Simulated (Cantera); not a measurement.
An isothermal, constant-pressure homogeneous reactor starts with CH4 : N2 = 1 : 11 (molar parts), at 1800 K and 0.132 atm.

Model: GRI-Mech 3.0 (53 species, 325 reactions), integrated in Cantera. GRI-Mech 3.0 stops at C3 and has no aromatics, soot or wall deposition, so with more carbon than oxygen in the feed, carbon stays in small species such as C2H2 where larger ones or solid carbon would form.

One state of this run: x CH4 = 0.00144; x HCN = 1.08e-5; x CH2 = 2.43e-7; x H = 0.000313; x C2H = 9.12e-7; x H2 = 0.113. x: mole fraction; the columns are a selection and need not sum to one.

**Question.** Which value of t (s) does it belong to?
A) 0.000518
B) 10.0
C) 0.193
D) 0.00139

**Answer.** C, 0.193
